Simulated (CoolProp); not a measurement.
Vapour-liquid equilibrium of CH2F2 (R32) (1) + R143a (2) at 230.2 K; x and y are mole fractions of (1).

The numbers come from the multi-fluid Helmholtz-energy mixture model, Tillner-Roth 1997 and Lemmon and Jacobsen 2000; pair parameters Bell 2016 in CoolProp.

```json
[
 {"x": "0.05", "bubble pressure, mixture model (kPa)": "128.4", "bubble pressure, Raoult's law (kPa)": "125.2", "y, mixture model": "0.083", "y, Raoult's law": "0.062"},
 {"x": "0.2", "bubble pressure, mixture model (kPa)": "140.4", "bubble pressure, Raoult's law (kPa)": "129.9", "y, mixture model": "0.281", "y, Raoult's law": "0.238"},
 {"x": "0.35", "bubble pressure, mixture model (kPa)": "149.0", "bubble pressure, Raoult's law (kPa)": "134.6", "y, mixture model": "0.432", "y, Raoult's law": "0.403"},
 {"x": "0.5", "bubble pressure, mixture model (kPa)": "154.9", "bubble pressure, Raoult's law (kPa)": "139.3", "y, mixture model": "0.558", "y, Raoult's law": "0.556"},
 {"x": "0.65", "bubble pressure, mixture model (kPa)": "158.3", "bubble pressure, Raoult's law (kPa)": "144.0", "y, mixture model": "0.674", "y, Raoult's law": "0.699"},
 {"x": "0.8", "bubble pressure, mixture model (kPa)": "159.2", "bubble pressure, Raoult's law (kPa)": "148.6", "y, mixture model": "0.795", "y, Raoult's law": "0.834"},
 {"x": "0.95", "bubble pressure, mixture model (kPa)": "156.7", "bubble pressure, Raoult's law (kPa)": "153.3", "y, mixture model": "0.941", "y, Raoult's law": "0.960"}
]
```

The largest gap from Raoult's law is +11.2 % in bubble pressure, at x = 0.5. y crosses x between x = 0.65 and 0.8: the model has an azeotrope there.

Pair parameters are fitted to limited data, so mixtures are less certain than the pure fluids.
